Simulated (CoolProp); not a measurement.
Octamethyltrisiloxane (MDM) along the isotherm 506.2 K: Z from the reference equation and from simpler models built on Tc = 565.4 K, pc = 14.38 bar, ω = 0.528; each cubic takes its own stable root.

Model: reference Helmholtz-energy equation of state, Thol 2017, in CoolProp.

| p (bar) | phase | reference | van der Waals | Redlich-Kwong |
|---|---|---|---|---|
| 0.455 | gas | 0.9837 | 0.9876 | 0.9851 |
| 0.808 | gas | 0.9707 | 0.9778 | ___ |
| 1.44 | gas | 0.9465 | 0.9599 | 0.9516 |
| 2.56 | gas | 0.9005 | 0.9264 | 0.9112 |
| 4.55 | gas | 0.8042 | 0.8606 | ___ |
| 8.08 | liquid | ___ | 0.7061 | ___ |
| 14.4 | liquid | 0.1428 | 0.2338 | 0.1740 |
| 25.6 | liquid | ___ | 0.3855 | 0.2904 |
| 45.5 | liquid | 0.4274 | 0.6385 | 0.4818 |
| 80.8 | liquid | 0.7306 | ___ | ___ |
| 144 | liquid | ___ | 1.772 | 1.317 |

Task: What belongs in the gaps?

Result: 
- 0.808, Redlich-Kwong: 0.9733
- 4.55, Redlich-Kwong: 0.8313
- 8.08, reference: 0.08151
- 8.08, Redlich-Kwong: 0.1033
- 25.6, reference: 0.2480
- 80.8, van der Waals: 1.060
- 80.8, Redlich-Kwong: 0.7957
- 144, reference: 1.244

At some of these states van der Waals gives the other phase, because its saturation line lies elsewhere.
